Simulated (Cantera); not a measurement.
BCl3 + NH3 + H2 (boron, boron nitride and boron oxide)

Charge: 1 mol BCl3, 0.25 mol NH3, 2.2 mol H2, held at 13.3 mbar.

Equilibrium computed with Cantera from the NASA thermochemical tables; the gas is ideal and each condensed phase is pure. Candidate condensed phases: B, BN, NH4Cl; 21 gas species. Mutual solubility and eutectic melting of coexisting phases are not modelled. The tables' values for BCl2, BCl are old estimates; treat these amounts as uncertain. Gases not in the tables: BHCl2. Equilibrium is a limit: real reactors are often held back by kinetics, nucleation or transport.

At 1098 K the condensed part is BN(s). From 1123 K to 1348 K the condensed part is B(s) + BN(s). The main B-bearing gas is BCl3 throughout. The share of B in condensed phases is highest at 1348 K (44.6 %) and lowest at 1098 K (25.0 %).

```csv
T (K),x H2,x HCl,x BCl3,x BCl2,n BN(s),n B(s)
1098,0.595,0.203,0.203,1.40e-5,0.250,0
1123,0.590,0.209,0.200,2.32e-5,0.250,0.00847
1148,0.580,0.225,0.194,3.52e-5,0.250,0.0291
1173,0.570,0.242,0.188,5.23e-5,0.250,0.0500
1198,0.560,0.258,0.182,7.62e-5,0.250,0.0711
1223,0.550,0.274,0.175,0.000109,0.250,0.0922
1248,0.540,0.290,0.169,0.000154,0.250,0.113
1273,0.530,0.306,0.163,0.000213,0.250,0.134
1298,0.520,0.322,0.157,0.000292,0.250,0.155
1323,0.511,0.338,0.151,0.000393,0.250,0.176
1348,0.501,0.353,0.145,0.000524,0.250,0.196
```
x: gas mole fraction; n: condensed amount in mol.
